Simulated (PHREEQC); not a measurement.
A solution holds 0.002 mol/kgw HF, 0.00016 mol/kgw CsF, 0.00041 mol/kgw H2SiF6 and 6e-05 mol/kgw H3PO4, at 25 °C. Closed to the air; pH follows from the charge balance.

Model: ion-association model, wateq4f.dat, run in PHREEQC.

This is a speciation only: nothing precipitates in the calculation.

Problem. Estimate the pH, ionic strength.

Solution. pH 2.86; ionic strength 0.00191 mol/kgw.

Problem. In which forms is P present?

Solution. H2PO4- 84 %, H3PO4 16 % of the P.

Complexes and solids missing from the database can't appear. H3PO4, which wateq4f.dat lacks, is added to it with the constant of phreeqc.dat. SiF6-2 is the database's only silicon fluoride.
